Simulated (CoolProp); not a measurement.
A single-stage vapour-compression cycle with R113: evaporating at 293.15 K (dew point), condensing at 325.15 K (bubble point), superheat 8 K, subcooling 5 K, compressor efficiency 0.75, no pressure losses. Each further row changes one setting.

The numbers come from the reference Helmholtz-energy equation of state, Marx 1992 in CoolProp.

| case | cooling COP | pressure ratio | discharge temperature (K) | refrigerating effect (kJ/kg) | volumetric capacity (kJ/m³) |
|---|---|---|---|---|---|
| as stated | 6.36 | 3.19 | 334.2 | 133 | 372 |
| evaporating temperature 298.15 K | [?] | 2.61 | 333.7 | [?] | 459 |
| condensing temperature 320.15 K | [?] | 2.71 | 329.5 | 138 | 385 |
| subcooling 10 K | 6.59 | 3.19 | 334.2 | 138 | 385 |
| superheat 18 K | 6.45 | 3.19 | 344.7 | 140 | [?] |
| compressor efficiency 0.65 | 5.52 | 3.19 | 338.8 | 133 | 372 |

What belongs in the gaps?


- evaporating temperature 298.15 K, cooling COP: 7.82
- evaporating temperature 298.15 K, refrigerating effect (kJ/kg): 136
- condensing temperature 320.15 K, cooling COP: 7.70
- superheat 18 K, volumetric capacity (kJ/m³): 377
